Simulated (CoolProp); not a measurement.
Fluorine at 271.59 K and 4.03 MPa is throttled through a valve to 2.63 MPa with no heat exchange. Each further row changes one setting.

Values from CoolProp's reference Helmholtz-energy equation of state, de Reuck 1990.

```
case                       temperature change (K)  final density (kg/m³)
-------------------------  ----------------------  ---------------------
as stated                                    -3.1                   45.6
outlet pressure 0.789 MPa                    -7.4                   13.7
outlet pressure 3.42 MPa                     -1.3                   59.2
```
